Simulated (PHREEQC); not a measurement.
Dissolve 0.033 mol NaHSO4 and 0.00054 mol Na2B4O7 per kg of water at 20 °C. Closed to the air; pH follows from the charge balance.

Model: ion-association model, wateq4f.dat, run in PHREEQC.

This is a speciation only: nothing precipitates in the calculation.

What pH does the model give?

pH 1.80.

In which forms is Na present?

Na+ 96 %, NaSO4- 3.6 % of the Na.

Species that the database lacks are ignored.
